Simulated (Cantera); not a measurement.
Charge: 1 mol CS2, 0.72 mol H2O, 5.9 mol O2, at 0.133 bar.

Method: chemical equilibrium by Gibbs-energy minimisation in Cantera with the NASA 1993 tables (ideal gas, pure condensed phases). Candidate condensed phases: C, C6H6, C7H8, C8H18, H2O, H2SO4, S; 123 gas species. The numbers say what is thermodynamically allowed, not how fast it happens.

### Question
At 2573 K, list the 7 most abundant gas species with their mole fractions, and the condensed phases.

### Answer
O2 0.411, SO2 0.277, CO2 0.117, H2O 0.0819, O 0.0361, OH 0.0320, CO 0.0268. Condensed: gas only.
